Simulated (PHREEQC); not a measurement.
A solution holds 0.15 mol/kgw Cu(NO3)2, 6.2e-05 mol/kgw HNO3 and 0.0078 mol/kgw Na2SO4, at 10 °C. Closed to the air; pH follows from the charge balance.

Model: ion-association model, phreeqc.dat, run in PHREEQC.

No solid was allowed to form.

Question: Order these S species by the share of S that they hold, largest first: SO4-2, NaSO4-, CuSO4.

Answer: CuSO4 (58 %), SO4-2 (42 %), NaSO4- (0.66 %)

The pH is 4.18 and the ionic strength 0.455 mol/kgw. Complexes and solids missing from the database can't appear. Away from 25 °C the constants follow the database's enthalpies or fits; those with neither stay at their 25 °C values.
